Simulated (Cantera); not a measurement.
A freely propagating, adiabatic, planar premixed flame of C3H8 : O2 : N2 = 1 : 5.56 : 23.9 (molar parts), equivalence ratio 0.90, unburnt at 350 K and 5.00 bar; mixture-averaged transport, grid criteria slope 0.08 and curve 0.16, no radiation.

Cantera simulation using GRI-Mech 3.0 (53 species, 325 reactions); the numbers are that mechanism's predictions, not measurements. GRI-Mech 3.0 was tuned for natural gas; its chemistry of propane as a main component is partial and can be far from experiment. Burning velocities carry a grid error of a few per cent, more on coarse grids.

Q: Predict: laminar burning velocity; thermal thickness; peak x(HCO); peak x(H2O2); peak x(CH4).

A: 
| Item | Value |
|---|---|
| laminar burning velocity | 25.8 cm/s |
| thermal thickness | 0.126 mm |
| peak x(HCO) | 2.24e-5 |
| peak x(H2O2) | 8.98e-5 |
| peak x(CH4) | 0.00165 |
